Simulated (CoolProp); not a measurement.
Vapour-liquid equilibrium of R113 (1) + n-hexane (2) at 438.2 K; x and y are mole fractions of (1).

The numbers come from the multi-fluid Helmholtz-energy mixture model, Marx 1992 and Thol 2019; pair parameters Bell 2016 in CoolProp.

```tsv
x	bubble pressure (kPa)	y at the bubble point	dew pressure at overall composition x (kPa)	liquid density (mol/L)
0.05	1042	0.077	1027	5.794
0.15	1121	0.213	1084	5.807
0.25	1194	0.330	1144	5.821
0.35	1261	0.435	[?]	5.840
0.45	1323	0.531	1271	5.861
0.55	1380	[?]	[?]	5.888
0.65	1434	[?]	1399	5.919
0.75	1483	[?]	1459	5.957
0.85	[?]	0.874	1515	6.002
0.95	1568	[?]	[?]	6.054
```

Some entries are withheld; supply them.


- 0.35, dew pressure at overall composition x (kPa): 1206
- 0.55, y at the bubble point: 0.621
- 0.55, dew pressure at overall composition x (kPa): 1335
- 0.65, y at the bubble point: 0.707
- 0.75, y at the bubble point: 0.791
- 0.85, bubble pressure (kPa): 1527
- 0.95, y at the bubble point: 0.957
- 0.95, dew pressure at overall composition x (kPa): 1565

No azeotrope shows between x = 0.05 and 0.95.

The pair parameters rest on a limited set of measurements; away from them the model extrapolates.
